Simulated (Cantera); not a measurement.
What does this Cantera script print?

```python
import numpy as np
import cantera as ct

gas_names = [...]  # 105 gases of nasa_gas.yaml made of C, H, N, Si
cond_names = """
    C(gr) C6H6(L) C7H8(L) C8H18(L),n-octa Si(cr) Si(L) SiC(b) Si3N4(a)
""".split()


# ... load() reads the species with a 1 bar reference pressure and builds the phases ...
atoms = {
    'Si3N4': {'Si': 3, 'N': 4},
    'C': {'C': 1},
    'H2': {'H': 2},
}
top_T = {'C(gr)': 4500, 'SiC(b)': 3050, 'Si3N4(a)': 2400}  # K; cautious upper limits of use, not melting points


# ... equilibrate(T, P, feed) seeds the gas with the atoms and calls Mixture.equilibrate('TP', solver="vcs", rtol=1e-11, max_steps=5000) ...
results = []
feed = {'Si3N4': 1, 'C': 0.11, 'H2': 2.8}  # mol
T = 1948.15  # K
for P in [1, 4.6, 22, 100, 460, 2200, 10000, 46000, 220000, 1000000]:
    mix = equilibrate(T, P, feed)
    results.append((T, P, feed, dict(zip(mix.species_names, mix.species_moles))))
    x = sorted(zip(gas.X, gas.species_names), reverse=True)
    print(f"T = {T:g} K  P = {P:g} Pa  gas = {mix.phase_moles(0):.4g} mol")
    print("   x: " + "  ".join(f"{s} {v:.3e}" for v, s in x if v > 1e-06))
    print("   condensed (mol): " + ("  ".join(f"{mix.phase(i).name} {mix.phase_moles(i):.4g}"
          for i in range(1, mix.n_phases) if mix.phase_moles(i) > 1e-12) or "none"))
```

Output:

```
T = 1948.15 K  P = 1 Pa  gas = 8.454 mol
   x: Si 3.350e-01  H2 2.424e-01  N2 2.360e-01  H 1.761e-01  Si2C 7.330e-03  SiC2 1.058e-03  HCN 8.947e-04  Si2 4.396e-04  SiH 4.009e-04  SiN 1.521e-04  HNC 4.616e-05  Si2N 3.022e-05  Si3 1.393e-05  CN 1.354e-05  C2H2,acetylene 1.280e-05  SiH2 2.737e-06  SiC 1.275e-06
   condensed (mol): SiC(b) 0.02183
T = 1948.15 K  P = 4.6 Pa  gas = 8.029 mol
   x: Si 3.454e-01  H2 3.023e-01  N2 2.487e-01  H 9.170e-02  Si2C 7.557e-03  Si2 2.150e-03  SiH 9.898e-04  SiN 3.453e-04  Si2N 3.252e-04  Si3 3.229e-04  HCN 2.162e-04  SiC2 4.851e-05  SiH2 1.618e-05  HNC 1.116e-05  CN 1.367e-06
   condensed (mol): SiC(b) 0.04669
T = 1948.15 K  P = 22 Pa  gas = 5.558 mol
   x: H2 4.769e-01  N2 3.594e-01  Si 1.058e-01  H 5.267e-02  Si2C 2.315e-03  Si2 9.643e-04  SiH 8.327e-04  Si2N 3.836e-04  SiN 2.781e-04  HCN 2.229e-04  Si3 2.122e-04  SiH2 3.740e-05  HNC 1.150e-05  SiC2 6.925e-06
   condensed (mol): Si(L) 2.266  SiC(b) 0.09575
T = 1948.15 K  P = 100 Pa  gas = 4.988 mol
   x: H2 5.477e-01  N2 4.007e-01  H 2.647e-02  Si 2.327e-02  Si2C 5.092e-04  SiH 4.186e-04  HCN 2.523e-04  Si2 2.121e-04  Si2N 1.900e-04  SiN 1.377e-04  Si3 4.668e-05  SiH2 4.296e-05  HNC 1.301e-05  SiC2 1.524e-06
   condensed (mol): Si(L) 2.765  SiC(b) 0.1061
T = 1948.15 K  P = 460 Pa  gas = 4.857 mol
   x: H2 5.699e-01  N2 4.116e-01  H 1.259e-02  Si 5.059e-03  HCN 2.608e-04  SiH 1.991e-04  Si2C 1.107e-04  Si2N 8.977e-05  SiN 6.508e-05  Si2 4.612e-05  SiH2 4.470e-05  HNC 1.346e-05  Si3 1.015e-05
   condensed (mol): Si(L) 2.863  SiC(b) 0.1081
T = 1948.15 K  P = 2200 Pa  gas = 4.82 mol
   x: H2 5.778e-01  N2 4.148e-01  H 5.797e-03  Si 1.058e-03  HCN 2.636e-04  SiH 9.166e-05  SiH2 4.532e-05  Si2N 4.121e-05  SiN 2.987e-05  Si2C 2.315e-05  HNC 1.360e-05  Si2 9.643e-06  Si3 2.122e-06
   condensed (mol): Si(L) 2.885  SiC(b) 0.1085
T = 1948.15 K  P = 10000 Pa  gas = 4.808 mol
   x: H2 5.808e-01  N2 4.158e-01  H 2.726e-03  HCN 2.646e-04  Si 2.327e-04  SiH2 4.555e-05  SiH 4.310e-05  Si2N 1.935e-05  SiN 1.403e-05  HNC 1.365e-05  Si2C 5.092e-06  Si2 2.121e-06
   condensed (mol): Si(L) 2.889  SiC(b) 0.1086
T = 1948.15 K  P = 46000 Pa  gas = 3.409 mol
   x: H2 8.205e-01  N2 1.776e-01  H 1.511e-03  HCN 2.056e-04  SiH2 6.435e-05  Si 5.059e-05  SiH 2.389e-05  HNC 1.061e-05  CH4 6.820e-06  Si2N 5.897e-06  SiN 4.275e-06  NH3 3.165e-06  Si2C 1.107e-06
   condensed (mol): Si(L) 0.799  SiC(b) 0.1092  Si3N4(a) 0.6971
T = 1948.15 K  P = 220000 Pa  gas = 2.909 mol
   x: H2 9.618e-01  N2 3.714e-02  H 7.480e-04  HCN 1.018e-04  SiH2 7.543e-05  CH4 4.483e-05  SiH 1.183e-05  Si 1.058e-05  NH3 8.784e-06  HNC 5.251e-06  SiH4 2.014e-06  Si2N 1.233e-06  C2H2,acetylene 1.052e-06
   condensed (mol): Si(L) 0.05247  SiC(b) 0.1095  Si3N4(a) 0.9459
T = 1948.15 K  P = 1e+06 Pa  gas = 2.871 mol
   x: H2 9.739e-01  N2 2.503e-02  CH4 4.406e-04  H 3.530e-04  HCN 1.773e-04  SiH2 3.621e-05  NH3 3.340e-05  HNC 9.150e-06  C2H2,acetylene 4.741e-06  SiH4 4.449e-06  CH3 3.183e-06  SiH 2.646e-06  Si 1.103e-06
   condensed (mol): SiC(b) 0.1082  Si3N4(a) 0.9639
```

Cantera equilibrium calculation (NASA polynomials, part measured and part estimated; ideal gas, pure solids and liquids). Mutual solubility and eutectic melting of coexisting phases are not modelled. The tables' values for SiN are old estimates; treat these amounts as uncertain. Gases not in the tables: Si2H6 and higher silanes.
